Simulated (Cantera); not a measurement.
An isothermal, constant-pressure homogeneous reactor starts with H2 : O2 : N2 = 0.097 : 1 : 0.55 (molar parts), at 1373 K and 0.00484 atm. Integrator tolerance rtol = 1e-08.

Detailed kinetics in Cantera: the H2/O2 subset of GRI-Mech 3.0, which has no nitrogen chemistry. Radical loss at walls, strong at low pressure, is not modelled. The temperature is held fixed by assumption; the heat of reaction is taken as removed at once.

Q: What does this change do: temperature 1373 to 1025 K?

A: 
```json
[
 {"quantity": "x(H2) at 1.00 s", "before": "0.000399 (gas-phase equilibrium 3.35e-7)", "after": "3.67e-5 (gas-phase equilibrium 2.05e-10)"},
 {"quantity": "x(O2) at 1.00 s", "before": "0.587 (gas-phase equilibrium 0.595)", "after": "0.595 (gas-phase equilibrium 0.595)"},
 {"quantity": "x(H2O2) at 1.00 s", "before": "1.73e-8 (gas-phase equilibrium 3.05e-10)", "after": "3.15e-8 (gas-phase equilibrium 1.26e-11)"},
 {"quantity": "x(OH) at 1.00 s", "before": "0.00307 (gas-phase equilibrium 8.96e-5)", "after": "0.000283 (gas-phase equilibrium 7.10e-7)"},
 {"quantity": "x(H) at 1.00 s", "before": "0.00118 (gas-phase equilibrium 2.77e-8)", "after": "5.69e-5 (gas-phase equilibrium <1e-12)"},
 {"quantity": "x(O) at 1.00 s", "before": "0.00841 (gas-phase equilibrium 6.84e-6)", "after": "0.000586 (gas-phase equilibrium 3.66e-9)"},
 {"quantity": "x(H2O) at 1.00 s", "before": "0.0578 (gas-phase equilibrium 0.0606)", "after": "0.0604 (gas-phase equilibrium 0.0607)"}
]
```

Q: What does this change do: 0.057 parts H2O added?

A: 
```tsv
quantity	before	after
x(H2) at 1.00 s	0.000399 (gas-phase equilibrium 3.35e-7)	0.000389 (gas-phase equilibrium 5.22e-7)
x(O2) at 1.00 s	0.587 (gas-phase equilibrium 0.595)	0.570 (gas-phase equilibrium 0.575)
x(H2O2) at 1.00 s	1.73e-8 (gas-phase equilibrium 3.05e-10)	2.08e-8 (gas-phase equilibrium 4.60e-10)
x(OH) at 1.00 s	0.00307 (gas-phase equilibrium 8.96e-5)	0.00298 (gas-phase equilibrium 0.000110)
x(H) at 1.00 s	0.00118 (gas-phase equilibrium 2.77e-8)	0.000716 (gas-phase equilibrium 3.46e-8)
x(O) at 1.00 s	0.00841 (gas-phase equilibrium 6.84e-6)	0.00508 (gas-phase equilibrium 6.72e-6)
x(H2O) at 1.00 s	0.0578 (gas-phase equilibrium 0.0606)	0.0904 (gas-phase equilibrium 0.0930)
```
